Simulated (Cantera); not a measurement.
A closed system holds: 1 mol Si, 2.8 mol Cl₂, 11 mol H₂, equilibrated at 10000 Pa.

These are equilibrium values from Cantera (NASA tables, ideal gas, pure condensed phases), not measurements of a reactor. Candidate condensed phases: Si; 19 gas species. The tables' values for SiCl₃, SiCl are old estimates; treat these amounts as uncertain. The numbers say what is thermodynamically allowed, not how fast it happens.

x: gas mole fraction; nothing condenses.

| T (K) | x H₂ | x HCl | x SiCl₄ | x SiCl₂ | x SiCl₃ |
|---|---|---|---|---|---|
| 850 | 0.796 | 0.126 | 0.0773 | 2.43e-8 | 5.15e-6 |
| 925 | 0.795 | 0.127 | 0.0763 | [?] | 3.78e-5 |
| 1000 | 0.793 | 0.128 | 0.0746 | 1.31e-5 | 0.000201 |
| 1075 | 0.790 | 0.131 | 0.0717 | 0.000146 | 0.000812 |
| 1150 | 0.785 | 0.137 | 0.0665 | 0.00107 | 0.00255 |
| 1225 | 0.773 | [?] | [?] | [?] | 0.00604 |
| 1300 | 0.752 | 0.172 | 0.0426 | 0.0149 | 0.0103 |
| 1375 | 0.726 | 0.199 | 0.0265 | 0.0294 | 0.0130 |
| 1450 | 0.703 | 0.223 | 0.0137 | 0.0438 | 0.0128 |
| 1525 | 0.687 | 0.240 | 0.00613 | 0.0546 | 0.0106 |
| 1600 | 0.678 | 0.249 | 0.00257 | 0.0614 | 0.00800 |
| 1675 | 0.673 | 0.253 | 0.00108 | 0.0653 | 0.00582 |

Problem. What belongs in the gaps?

Solution. 
- 1225, x HCl: 0.150
- 1225, x SiCl₄: 0.0570
- 1225, x SiCl₂: 0.00506
- 925, x SiCl₂: 7.43e-7
